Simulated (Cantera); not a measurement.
**Adiabatic ignition**

An adiabatic, constant-pressure homogeneous reactor starts with 8.64 % CH4, 19.2 % O2, 72.2 % N2, equivalence ratio 0.90, at 1500 K and 2900000 Pa.

Model: GRI-Mech 3.0 (53 species, 325 reactions), integrated in Cantera. The pressure lies above the range GRI-Mech 3.0 was tuned for (to about 10 atm).

```json
[
 {"t (s)": "1.00e-6", "T (K)": "1500", "x CH4": "0.0864", "x O2": "0.192", "x CH3": "3.06e-6", "x OH": "1.44e-8", "x CO": "6.63e-10", "x C2H2": "<1e-12", "x H": "4.80e-9"},
 {"t (s)": "4.59e-6", "T (K)": "1500", "x CH4": "0.0863", "x O2": "0.192", "x CH3": "2.46e-5", "x OH": "1.05e-7", "x CO": "1.35e-7", "x C2H2": "2.47e-12", "x H": "2.31e-8"},
 {"t (s)": "2.10e-5", "T (K)": "1503", "x CH4": "0.0856", "x O2": "0.191", "x CH3": "0.000108", "x OH": "6.33e-7", "x CO": "4.67e-5", "x C2H2": "6.70e-9", "x H": "1.84e-7"},
 {"t (s)": "9.65e-5", "T (K)": "2923", "x CH4": "<1e-12", "x O2": "0.0252", "x CH3": "<1e-12", "x OH": "0.0142", "x CO": "0.0192", "x C2H2": "<1e-12", "x H": "0.00184"},
 {"t (s)": "0.000443", "T (K)": "2907", "x CH4": "<1e-12", "x O2": "0.0213", "x CH3": "<1e-12", "x OH": "0.0131", "x CO": "0.0195", "x C2H2": "<1e-12", "x H": "0.00177"},
 {"t (s)": "0.00203", "T (K)": "2907", "x CH4": "<1e-12", "x O2": "0.0213", "x CH3": "<1e-12", "x OH": "0.0131", "x CO": "0.0195", "x C2H2": "<1e-12", "x H": "0.00177"},
 {"t (s)": "0.00932", "T (K)": "2907", "x CH4": "<1e-12", "x O2": "0.0213", "x CH3": "<1e-12", "x OH": "0.0131", "x CO": "0.0195", "x C2H2": "<1e-12", "x H": "0.00177"},
 {"t (s)": "0.0428", "T (K)": "2907", "x CH4": "<1e-12", "x O2": "0.0213", "x CH3": "<1e-12", "x OH": "0.0131", "x CO": "0.0195", "x C2H2": "<1e-12", "x H": "0.00177"},
 {"t (s)": "0.196", "T (K)": "2907", "x CH4": "<1e-12", "x O2": "0.0213", "x CH3": "<1e-12", "x OH": "0.0131", "x CO": "0.0195", "x C2H2": "<1e-12", "x H": "0.00177"},
 {"t (s)": "0.900", "T (K)": "2907", "x CH4": "<1e-12", "x O2": "0.0213", "x CH3": "<1e-12", "x OH": "0.0131", "x CO": "0.0195", "x C2H2": "<1e-12", "x H": "0.00177"}
]
```
x: mole fraction; the columns are a selection and need not sum to one.

```json
{
  "time_of_steepest_temperature_rise": "68.9 µs",
  "temperature at 0.900 s": "2907 K",
  "equilibrium_temperature": "2907 K",
  "x(CH4) at 0.900 s": "<1e-12 (gas-phase equilibrium <1e-12)",
  "x(O2) at 0.900 s": "0.0213 (gas-phase equilibrium 0.0213)",
  "x(CH3) at 0.900 s": "<1e-12 (gas-phase equilibrium <1e-12)"
}
```
